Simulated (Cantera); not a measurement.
**PbO + CO + N2 (iron carbonyl, mercury and lead vapours)**

Input: 1 mol PbO, 0.038 mol CO, 0.59 mol N2, held at 1.90 bar.

Equilibrium computed with Cantera from the NASA thermochemical tables; the gas is ideal and each condensed phase is pure. Candidate condensed phases: C, Pb, PbO, PbO2, Pb3O4; 27 gas species. Each liquid is taken as pure. Mutual solubility and eutectic melting of coexisting phases are not modelled. Gases not in the tables: (PbO)n polymers. Rates play no part.

From 948 K to 1148 K the condensed part is Pb(l) + PbO(yellow). From 1173 K to 1248 K the condensed part is Pb(l) + PbO(l).

| T (K) | x N2 | x CO2 | x Pb | x PbO | x CO | x NO | x Pb2 | x O2 | n Pb(l) | n PbO(yellow) | n PbO(l) |
|---|---|---|---|---|---|---|---|---|---|---|---|
| 948 | 0.939 | 0.0605 | 2.52e-6 | 2.58e-8 | 4.05e-6 | 4.16e-12 | 3.49e-12 | <1e-12 | 0.0380 | 0.962 | 0 |
| 973 | 0.939 | 0.0605 | 4.60e-6 | 6.37e-8 | 5.00e-6 | 1.14e-11 | 9.57e-12 | <1e-12 | 0.0380 | 0.962 | 0 |
| 998 | 0.939 | 0.0605 | 8.15e-6 | 1.50e-7 | 6.11e-6 | 2.98e-11 | 2.49e-11 | <1e-12 | 0.0380 | 0.962 | 0 |
| 1023 | 0.939 | 0.0605 | 1.40e-5 | 3.38e-7 | 7.40e-6 | 7.40e-11 | 6.18e-11 | <1e-12 | 0.0380 | 0.962 | 0 |
| 1048 | 0.939 | 0.0605 | 2.35e-5 | 7.34e-7 | 8.88e-6 | 1.76e-10 | 1.47e-10 | 2.04e-12 | 0.0380 | 0.962 | 0 |
| 1073 | 0.939 | 0.0605 | 3.85e-5 | 1.53e-6 | 1.06e-5 | 4.02e-10 | 3.34e-10 | 6.51e-12 | 0.0380 | 0.962 | 0 |
| 1098 | 0.939 | 0.0605 | 6.15e-5 | 3.09e-6 | 1.25e-5 | 8.83e-10 | 7.31e-10 | 1.97e-11 | 0.0380 | 0.962 | 0 |
| 1123 | 0.939 | 0.0605 | 9.62e-5 | 6.02e-6 | 1.47e-5 | 1.87e-9 | 1.54e-9 | 5.66e-11 | 0.0379 | 0.962 | 0 |
| 1148 | 0.939 | 0.0605 | 0.000147 | 1.14e-5 | 1.71e-5 | 3.83e-9 | 3.15e-9 | 1.55e-10 | 0.0379 | 0.962 | 0 |
| 1173 | 0.939 | 0.0605 | 0.000222 | 2.03e-5 | 2.04e-5 | 7.38e-9 | 6.24e-9 | 3.82e-10 | 0.0378 | 0 | 0.962 |
| 1198 | 0.939 | 0.0605 | 0.000328 | 3.45e-5 | 2.49e-5 | 1.35e-8 | 1.20e-8 | 8.62e-10 | 0.0378 | 0 | 0.962 |
| 1223 | 0.939 | 0.0604 | 0.000478 | 5.71e-5 | 3.00e-5 | 2.40e-8 | 2.24e-8 | 1.88e-9 | 0.0377 | 0 | 0.962 |
| 1248 | 0.939 | 0.0604 | 0.000684 | 9.26e-5 | 3.61e-5 | 4.16e-8 | 4.08e-8 | 3.95e-9 | 0.0375 | 0 | 0.962 |
x: gas mole fraction; n: condensed amount in mol.
